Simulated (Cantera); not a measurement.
Mixture: 9.72 % CH₄, 13.9 % O₂, 76.4 % N₂, equivalence ratio 1.4, at 0.470 bar, adiabatic and at constant volume. Ignition delay is the time to a rise of 400 K.

Cantera simulation using GRI-Mech 3.0 (53 species, 325 reactions); the numbers are that mechanism's predictions, not measurements.

Task: Predict: delay at 1275 K; delay at 1425 K; delay at 1575 K; delay at 1725 K; delay at 1875 K; apparent activation energy between 1725 and 1875 K.

Result: 
```
Property                                                Result
--------------------------------------------------  ----------
delay at 1275 K                                        47.4 ms
delay at 1425 K                                        6.96 ms
delay at 1575 K                                        1.48 ms
delay at 1725 K                                       0.450 ms
delay at 1875 K                                       0.176 ms
apparent activation energy between 1725 and 1875 K  170 kJ/mol
```
